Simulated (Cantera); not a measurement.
# Ti + C3H8 (titanium nitride, carbide and oxide coatings)

Feed: 1 mol Ti, 0.085 mol C3H8, held at 1000 Pa.

Equilibrium computed with Cantera from the NASA thermochemical tables; the gas is ideal and each condensed phase is pure. Candidate condensed phases: C, C6H6, C7H8, C8H18, Ti, TiC; 77 gas species. Mutual solubility and eutectic melting of coexisting phases are not modelled. TiC: taken at fixed stoichiometry. Condensed phases not in the tables: N, O or C dissolved in the metal. The numbers say what is thermodynamically allowed, not how fast it happens.

| T (K) | x H2 | x H | x Ti | n Ti(α) | n TiC(s) | n Ti(β) |
|---|---|---|---|---|---|---|
| 1100 | 1.00 | 2.59e-7 | <1e-12 | 0.745 | 0.255 | 0 |
| 1150 | 1.000 | 7.46e-7 | 1.39e-12 | 0.745 | 0.255 | 0 |
| 1200 | 1.000 | 1.97e-6 | 1.04e-11 | 0 | 0.255 | 0.745 |
| 1250 | 1.000 | 4.83e-6 | 6.65e-11 | 0 | 0.255 | 0.745 |
| 1300 | 1.000 | 1.11e-5 | 3.67e-10 | 0 | 0.255 | 0.745 |
| 1350 | 1.000 | 2.38e-5 | 1.78e-9 | 0 | 0.255 | 0.745 |
| 1400 | 1.000 | 4.86e-5 | 7.72e-9 | 0 | 0.255 | 0.745 |
| 1450 | 1.000 | 9.46e-5 | 3.02e-8 | 0 | 0.255 | 0.745 |
| 1500 | 1.000 | 0.000176 | 1.08e-7 | 0 | 0.255 | 0.745 |
x: gas mole fraction; n: condensed amount in mol.

From 1100 K to 1150 K the condensed part is Ti(α) + TiC(s). From 1200 K to 1500 K the condensed part is Ti(β) + TiC(s).
